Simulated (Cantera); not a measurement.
Feed: 1 mol TiO₂, 0.32 mol CH₄, 1.7 mol CO, equilibrated at 1.00 bar.

Cantera equilibrium calculation (NASA polynomials, part measured and part estimated; ideal gas, pure solids and liquids). Candidate condensed phases: C, C₆H₆, C₇H₈, C₈H₁₈, H₂O, Ti, TiC, TiO, TiO₂, Ti₂O₃, Ti₃O₅, Ti₄O₇; 113 gas species. Mutual solubility and eutectic melting of coexisting phases are not modelled. Condensed phases not in the tables: Magnéli phases beyond Ti₄O₇. The numbers say what is thermodynamically allowed, not how fast it happens.

x: gas mole fraction; n: condensed amount in mol.

| T (°C) | x CO | x H₂ | x H₂O | x CO₂ | x H | x CH₄ | n Ti₃O₅(s) | n Ti₄O₇(s) |
|---|---|---|---|---|---|---|---|---|
| 1277 | 0.758 | 0.239 | 0.00156 | 0.00176 | 1.54e-5 | 1.64e-5 | 0.315 | 0.0137 |
| 1302 | 0.757 | 0.239 | 0.00190 | 0.00208 | 2.03e-5 | 1.01e-5 | 0.322 | 0.00835 |
| 1327 | 0.757 | 0.238 | 0.00231 | 0.00244 | ? | ? | 0.330 | ? |
| 1352 | 0.757 | 0.238 | 0.00248 | 0.00254 | 3.44e-5 | 4.53e-6 | 0.333 | 0 |
| 1377 | 0.757 | 0.238 | 0.00252 | 0.00250 | 4.43e-5 | 3.46e-6 | 0.333 | 0 |
| 1402 | 0.757 | 0.238 | 0.00256 | 0.00246 | ? | ? | 0.333 | 0 |
| 1427 | 0.757 | 0.238 | 0.00260 | 0.00242 | 7.19e-5 | 2.08e-6 | 0.333 | 0 |
| 1452 | 0.757 | 0.238 | 0.00263 | 0.00238 | 9.06e-5 | 1.63e-6 | 0.333 | 0 |
| 1477 | 0.757 | 0.238 | 0.00267 | 0.00235 | 0.000113 | 1.28e-6 | 0.333 | 0 |
| 1502 | 0.757 | 0.238 | 0.00270 | 0.00231 | 0.000141 | 1.02e-6 | 0.333 | 0 |

Task: Fill in the missing entries.

Result: 
- 1327, x H: 2.65e-5
- 1327, x CH₄: 6.33e-6
- 1327, n Ti₄O₇(s): 0.00217
- 1402, x H: 5.66e-5
- 1402, x CH₄: 2.67e-6
